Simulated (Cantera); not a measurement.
Charge: 1 mol MgCO3, 0.034 mol H2O, 0.48 mol O2, held at 875 K and 12.0 Pa.

Method: chemical equilibrium by Gibbs-energy minimisation in Cantera with the NASA 1993 tables (ideal gas, pure condensed phases). Candidate condensed phases: C, C6H6, C7H8, C8H18, H2O, Mg, MgCO3, MgO, Mg(OH)2; 116 gas species. The numbers say what is thermodynamically allowed, not how fast it happens.

Base state: CO2 0.661, O2 0.317, H2O 0.0225 (mole fractions); condensed: MgO(s).

**Question.** What changes in the equilibrium state with this change: temperature from 875 K to 1800 K?

**Answer.** 
| species | before | after |
|---|---|---|
| CO2 | 0.661 | 0.630 |
| O2 | 0.317 | 0.319 |
| CO | <1e-9 | 0.0209 |
| O | <1e-9 | 0.00627 |
| H2O | 0.0225 | 0.0201 |
| Mg | <1e-9 | 4.55e-5 |
| H | <1e-9 | 0.000432 |
| H2 | <1e-9 | 0.000175 |
| MgO(s), mol | 1.00 | 1.000 |
